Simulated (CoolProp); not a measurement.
A Linde-Hampson liquefier for dry air: isothermal reversible compression at 230 K from 1 atm to 25 MPa, throttling to 1 atm, return gas leaving the recuperator 5 K below the feed. Each further row changes one setting.

Computed with CoolProp (reference Helmholtz-energy equation of state, Lemmon 2000). It is a pseudo-pure fit of the blend.

| case | liquid yield per pass | compression work (kJ/kg of gas) |
|---|---|---|
| as stated | 0.181 | 351 |
| high pressure 50 MPa | … | … |
| warm-end temperature 260 K | … | 405 |
| warm-end gap 10 K | … | 351 |

### Question
Fill in the missing entries.

### Answer

- high pressure 50 MPa, liquid yield per pass: 0.194
- high pressure 50 MPa, compression work (kJ/kg of gas): 403
- warm-end temperature 260 K, liquid yield per pass: 0.127
- warm-end gap 10 K, liquid yield per pass: 0.169
